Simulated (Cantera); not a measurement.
Charge: 1 mol PH3, 0.036 mol O2, equilibrated at 2100 K and 12.0 Pa.

Method: chemical equilibrium by Gibbs-energy minimisation in Cantera with the NASA 1993 tables (ideal gas, pure condensed phases). Candidate condensed phases: H2O, P, P4O10; 17 gas species. Gases not in the tables: HPO2, HPO3 and P4O6. Kinetics and transport are ignored.

Base state: H2 0.542, H 0.209, P2 0.184, P 0.0330, PO 0.0304, H2O 0.000538, PH 0.000303, PO2 3.93e-5 (mole fractions); condensed: gas only.

Problem. What changes in the equilibrium state with this change: temperature from 2100 K to 3348.15 K?

Solution. 
| species | before | after |
|---|---|---|
| H | 0.209 | 0.737 |
| P | 0.0330 | 0.244 |
| O | 6.82e-6 | 0.0165 |
| H2 | 0.542 | 0.000384 |
| P2 | 0.184 | 0.000224 |
| PO | 0.0304 | 0.00123 |
| H2O | 0.000538 | 1.79e-8 |
| PO2 | 3.93e-5 | 3.87e-8 |
| PH | 0.000303 | 9.56e-6 |
| OH | 2.47e-5 | 1.45e-5 |

Problem. What changes in the equilibrium state with this change: O2 from 0.036 to 0.062 mol?

Solution. 
```json
[
 {"species": "H2", "before": "0.542", "after": "0.535"},
 {"species": "H", "before": "0.209", "after": "0.208"},
 {"species": "P2", "before": "0.184", "after": "0.172"},
 {"species": "PO", "before": "0.0304", "after": "0.0517"},
 {"species": "P", "before": "0.0330", "after": "0.0319"},
 {"species": "PO2", "before": "3.93e-5", "after": "0.000118"},
 {"species": "O", "before": "6.82e-6", "after": "1.20e-5"},
 {"species": "OH", "before": "2.47e-5", "after": "4.33e-5"},
 {"species": "H2O", "before": "0.000538", "after": "0.000935"},
 {"species": "PH", "before": "0.000303", "after": "0.000291"}
]
```
